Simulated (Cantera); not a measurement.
Input (Python, Cantera) and output of one run.

```python
import numpy as np
import cantera as ct

gas_names = """
    B BCL BCLF BCL2 BCL3 BF BF2 BF3 BH BHF2 BH2 BH3 BO BOCL BOF BOF2 BO2 B2 B2O B2O2 B2O3 B3O3CL3 B3O3F3
    B3O3H3 CL CLF CLF3 CLO CL2 F FO FO2 F2 F2O H HBO HBO2 HCL HF HOCL HOF HO2 H2 H2F2 H2O H2O2 H3B3O6
    H3F3 H4F4 H5F5 H6F6 H7F7 O OH O2 O3
""".split()
cond_names = """
    B(b) B(L) B2O3(L) B3O3H3(cr) H2O(s) H2O(L)
""".split()


def load(file, names, dense=False):
    # The tables refer to 1 bar. Condensed volumes are neglected.
    table = {s.name: s for s in ct.Species.list_from_file(file)}
    out = []
    for n in names:
        d = dict(table[n].input_data)
        d["thermo"] = dict(d["thermo"], **{"reference-pressure": 1e5})
        if dense:
            d["equation-of-state"] = {"model": "constant-volume", "density": "1e6 g/cm^3"}
        out.append(ct.Species.from_dict(d))
    return out


gas = ct.Solution(thermo="ideal-gas", species=load("nasa_gas.yaml", gas_names))
cond = {s.name: ct.Solution(thermo="fixed-stoichiometry", species=[s], name=s.name)
        for s in load("nasa_condensed.yaml", cond_names, dense=True)}
atoms = {
    'B2O3': {'B': 2, 'O': 3},
    'Cl2': {'CL': 2},
    'H2': {'H': 2},
    'F2': {'F': 2},
}
top_T = {}  # K; cautious upper limits of use, not melting points


def equilibrate(T, P, feed):
    n = {}
    for name, mol in feed.items():
        for a, k in atoms[name].items():
            n[a] = n.get(a, 0.0) + k * mol
    gas.TPX = T, P, n
    mass = sum(n.values()) * gas.mean_molecular_weight
    gas.equilibrate("TP")
    valid = [c for c in cond.values() if c.min_temp <= T <= top_T.get(c.name, c.max_temp)]
    mix = ct.Mixture([(gas, mass / gas.mean_molecular_weight)] + [(c, 0.0) for c in valid])
    mix.T, mix.P = T, P
    mix.equilibrate("TP", solver="vcs", rtol=1e-11, max_steps=5000)
    return mix


results = []
T = 1423  # K
P = 1000  # Pa
for m in [0.82, 1.1, 1.5, 1.9, 2.6, 3.4, 4.6, 6.1, 8.1, 11]:
    feed = {'B2O3': 1, 'Cl2': 33, 'H2': 0.57, 'F2': m}  # mol
    mix = equilibrate(T, P, feed)
    results.append((T, P, feed, dict(zip(mix.species_names, mix.species_moles))))

top = {s: max(r[3][s] / sum(r[3][g] for g in gas_names) for r in results) for s in gas_names}
cols = sorted((s for s in top if top[s] > 1e-05), key=lambda s: -top[s])[:9]
seen = [c for c in cond_names if any(r[3].get(c, 0) > 1e-12 for r in results)]
print("log10 of partial pressures in bar; condensed amounts in mol")
print(f"{'n(F2)':>10s}" + "".join(f"{s[:9]:>10s}" for s in cols + seen))
for T, P, feed, n in results:
    ng = sum(n[g] for g in gas_names)
    print(f"{feed['F2']:10.4g}" + "".join(f"{np.log10(max(n[s] / ng * P / 1e5, 1e-99)):10.3f}" for s in cols)
          + "".join(f"{n.get(c, 0):10.4g}" for c in seen))
```

It prints:

```
log10 of partial pressures in bar; condensed amounts in mol
     n(F2)       CL2        CL       CLF         F       BF3       BOF        O2       HCL        HF   B2O3(L)
      0.82    -2.189    -2.565    -9.125    -9.847    -5.932    -3.407    -3.958    -3.562    -6.114   0.09602
       1.1    -2.193    -2.567    -8.460    -9.180    -4.585    -3.352    -3.877    -3.570    -5.454         0
       1.5    -2.196    -2.568    -8.059    -8.778    -3.936    -3.446    -3.753    -3.581    -5.061         0
       1.9    -2.198    -2.569    -7.845    -8.563    -3.685    -3.575    -3.655    -3.592    -4.856         0
       2.6    -2.202    -2.571    -7.498    -8.214    -3.443    -3.966    -3.527    -3.623    -4.537         0
       3.4    -2.204    -2.573    -6.214    -6.929    -3.335    -6.397    -3.461    -4.105    -3.733         0
       4.6    -2.229    -2.585    -3.414    -4.117    -3.349   -12.042    -3.475    -6.790    -3.593         0
       6.1    -2.266    -2.604    -3.044    -3.728    -3.365   -12.844    -3.491    -7.214    -3.610         0
       8.1    -2.316    -2.628    -2.817    -3.476    -3.387   -13.380    -3.512    -7.512    -3.631         0
        11    -2.388    -2.664    -2.638    -3.261    -3.416   -13.854    -3.542    -7.793    -3.660         0
```

Equilibrium computed with Cantera from the NASA thermochemical tables; the gas is ideal and each condensed phase is pure. The tables' values for BOCl are old estimates; treat these amounts as uncertain.
